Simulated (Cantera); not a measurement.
**Stirred combustor or abatement burner**

A perfectly stirred reactor is fed with 4.23 % CH4, 20.1 % O2, 75.7 % N2, at 0.987 atm; it is adiabatic with a 373 K inlet, and is followed from long to short residence time, starting on the burning branch (τ in s: 0.067, 0.031, 0.014, 0.0066, 0.0031, 0.0014, 0.00066, 0.0003, 0.00014, 6.5e-05, 3e-05, 1.4e-05).

Detailed kinetics in Cantera: GRI-Mech 3.0 (53 species, 325 reactions).

```
τ (s)    T (K)     x CH4   x O2    x HCO    x CH2     x NO      x H   x C2H6
-------  -----  --------  -----  -------  -------  -------  -------  -------
0.067     1373   7.26e-5  0.117  1.79e-8  2.40e-8  5.07e-7  5.74e-6  3.59e-8
0.031     1366  0.000126  0.117  4.01e-8  4.53e-8  3.58e-7  1.18e-5  7.19e-8
0.014     1353  0.000232  0.118  9.22e-8  8.49e-8  2.33e-7  2.39e-5  1.64e-7
0.0066    1326  0.000487  0.120  2.02e-7  1.48e-7  1.29e-7  4.24e-5  5.43e-7
0.0031     373    0.0423  0.201   <1e-12   <1e-12   <1e-12   <1e-12   <1e-12
0.0014     373    0.0423  0.201   <1e-12   <1e-12   <1e-12   <1e-12   <1e-12
0.00066    373    0.0423  0.201   <1e-12   <1e-12   <1e-12   <1e-12   <1e-12
0.00030    373    0.0423  0.201   <1e-12   <1e-12   <1e-12   <1e-12   <1e-12
0.00014    373    0.0423  0.201   <1e-12   <1e-12   <1e-12   <1e-12   <1e-12
6.5e-5     373    0.0423  0.201   <1e-12   <1e-12   <1e-12   <1e-12   <1e-12
3.0e-5     373    0.0423  0.201   <1e-12   <1e-12   <1e-12   <1e-12   <1e-12
1.4e-5     373    0.0423  0.201   <1e-12   <1e-12   <1e-12   <1e-12   <1e-12
```
x: mole fraction; the columns are a selection and need not sum to one.
